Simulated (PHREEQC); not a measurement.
Make-up at 25 °C: 0.14 mol/kgw HCl, 0.024 mol/kgw Al2(SO4)3 and 0.00017 mol/kgw NiSO4. Closed to the air; pH follows from the charge balance.

All values are PHREEQC results (ion-association model, wateq4f.dat), not measurements.

Each row changes one thing in this solution. This is a speciation only: nothing precipitates in the calculation.

| case | pH | ionic strength (mol/kgw) | HSO4- (mol/kgw) | AlSO4+ (mol/kgw) | Al+3 (mol/kgw) | SO4-2 (mol/kgw) | SI of Gibbsite (Al(OH)3) | SI of Boehmite (AlOOH) |
|---|---|---|---|---|---|---|---|---|
| as made | 1.07 | 0.261 | 0.0310 | 0.0262 | 0.0191 | 0.0100 | -7.57 | -8.04 |
| NiSO4 replaced by FeSO4 at the same molality | 1.07 | 0.261 | 0.0310 | 0.0262 | 0.0191 | 0.0100 | -7.57 | -8.04 |
| diluted 10-fold with water | 1.97 | 0.0289 | 0.00165 | 0.00281 | 0.00187 | 0.00251 | -5.46 | -5.93 |
| 0.025 mol/kgw TMAH added | 1.17 | 0.258 | 0.0279 | 0.0274 | 0.0176 | 0.0112 | -7.31 | -7.78 |
| temperature from 25 to 80 °C | 1.14 | 0.277 | 0.0444 | 0.0207 | 0.0256 | 0.00463 | -4.73 | -4.59 |

(CH3)4N+ isn't in the database: it is added as a free cation with an ion size of 4 Å. Away from 25 °C the constants follow the database's enthalpies or fits; those with neither stay at their 25 °C values.
